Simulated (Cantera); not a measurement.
Input: 1 mol CsOH, 0.093 mol H2, 0.13 mol H2O, held at 2.03 Torr.

Cantera equilibrium calculation (NASA polynomials, part measured and part estimated; ideal gas, pure solids and liquids). Candidate condensed phases: Cs, CsOH, H2O; 15 gas species. Rates play no part.

At 2048 K, list the 4 most abundant gas species with their mole fractions, and the condensed phases.

Cs 0.363, H2O 0.299, CsOH 0.242, O2 0.0623. Condensed: gas only.
